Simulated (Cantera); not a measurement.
A perfectly stirred reactor is fed with CH3OH : O2 : N2 = 0.028 : 0.051 : 1 (molar parts), at 0.680 bar; it is held at 1325 K, and followed from long to short residence time.

Detailed kinetics in Cantera: GRI-Mech 3.0 (53 species, 325 reactions). GRI-Mech 3.0 was tuned for natural gas; its chemistry of methanol as a main component is partial and can be far from experiment. The temperature is held fixed by assumption; the heat of reaction is taken as removed at once.

Problem. What does this change do: temperature 1325 to 1200 K?

Solution. 
```tsv
quantity	before	after
x(CH3OH) at τ = 19.0 s	4.38e-7	1.10e-6
x(O2) at τ = 19.0 s	0.00824	0.00825
x(C2H4) at τ = 19.0 s	<1e-12	<1e-12
x(C2H) at τ = 19.0 s	<1e-12	<1e-12
x(CO) at τ = 19.0 s	2.48e-5	3.84e-5
x(CH3OH) at τ = 0.320 s	5.30e-6	1.35e-5
x(O2) at τ = 0.320 s	0.00845	0.00861
x(C2H4) at τ = 0.320 s	<1e-12	5.14e-12
x(C2H) at τ = 0.320 s	<1e-12	<1e-12
x(CO) at τ = 0.320 s	0.000369	0.000616
```
